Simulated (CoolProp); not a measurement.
Model: reference Helmholtz-energy equation of state, Leachman 2009, in CoolProp.

**Question.** For normal hydrogen, give the phase and the cp (kJ/(kg K)), viscosity (µPa s), Prandtl number at 31.75 °C and 101 kPa.

**Answer.** 
- 31.75 °C and 101 kPa: gas; cp 14.3, viscosity 9.04, Prandtl number 0.685

Viscosity comes from a separate model (Muzny 2013). Thermal conductivity comes from a separate model (Assael 2011).
